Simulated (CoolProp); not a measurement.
A closed Brayton cycle with dry air: compressor inlet 324.15 K and 2.6 MPa, high pressure 8.31 MPa, turbine inlet 950 K, compressor efficiency 0.85, turbine efficiency 0.85, recuperator effectiveness 0 (on enthalpy, no pinch check). Each further row changes one setting.

Computed with CoolProp (reference Helmholtz-energy equation of state, Lemmon 2000). It is a pseudo-pure fit of the blend.

| case | thermal efficiency (%) | net work (kJ/kg) | compressor to turbine work | compressor exit (K) | turbine exit (K) |
|---|---|---|---|---|---|
| as stated | 16.1 | 83.8 | 0.65 | 474.5 | 740.0 |
| turbine inlet 900 K | 15.3 | 71.2 | 0.68 | 474.5 | 699.4 |
| compressor inlet 334.15 K | 15.6 | 79.0 | 0.67 | 488.8 | 740.0 |
| high pressure 7.06 MPa | 14.6 | 79.4 | 0.62 | 450.4 | 766.3 |
| recuperator effectiveness 0.5 | 22.0 | 83.8 | 0.65 | 474.5 | 740.0 |
